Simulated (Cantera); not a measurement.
Input: 1 mol Pb, 0.58 mol CO, 0.91 mol N2, at 0.0520 bar.

Cantera equilibrium calculation (NASA polynomials, part measured and part estimated; ideal gas, pure solids and liquids). Candidate condensed phases: C, Pb, PbO, PbO2, Pb3O4; 27 gas species. Rates play no part.

x: gas mole fraction; n: condensed amount in mol.

| T (K) | x N2 | x Pb | x CO | x CO2 | x Pb2 | x C2N2 | x CN | n C(graphite) | n Pb(l) |
|---|---|---|---|---|---|---|---|---|---|
| 873 | 0.644 | 1.22e-5 | 0.302 | 0.0540 | 4.32e-12 | <1e-12 | <1e-12 | 0.0763 | 1.000 |
| 973 | 0.615 | 0.000168 | 0.377 | 0.00742 | 3.50e-10 | <1e-12 | <1e-12 | 0.0110 | 1.000 |
| 1073 | 0.611 | 0.00141 | 0.387 | 0.00110 | 1.22e-8 | <1e-12 | <1e-12 | 0.00163 | 0.998 |
| 1173 | 0.606 | ? | 0.386 | ? | ? | ? | <1e-12 | ? | 0.988 |
| 1273 | 0.589 | 0.0353 | 0.375 | 5.27e-5 | 2.65e-6 | 2.34e-11 | <1e-12 | 8.14e-5 | 0.945 |
| 1373 | ? | ? | ? | ? | ? | ? | ? | 0 | ? |
| 1473 | 0.390 | 0.362 | 0.248 | 2.71e-6 | 0.000127 | 8.52e-10 | 1.31e-10 | 0 | 0.153 |
| 1573 | 0.366 | 0.401 | 0.233 | 1.01e-6 | 0.000114 | 4.05e-9 | 1.23e-9 | 0 | 0 |
| 1673 | 0.365 | 0.401 | 0.233 | 4.80e-7 | 8.57e-5 | 1.69e-8 | 9.00e-9 | 0 | 0 |

**Question.** Fill in the missing entries.

**Answer.** 
- 1373, x N2: 0.535
- 1373, x Pb: 0.123
- 1373, x CO: 0.341
- 1373, x CO2: 1.38e-5
- 1373, x Pb2: 2.13e-5
- 1373, x C2N2: 1.83e-10
- 1373, x CN: 1.14e-11
- 1373, n Pb(l): 0.790
- 1173, x Pb: 0.00811
- 1173, x CO2: 0.000216
- 1173, x Pb2: 2.28e-7
- 1173, x C2N2: 1.94e-12
- 1173, n C(graphite): 0.000324
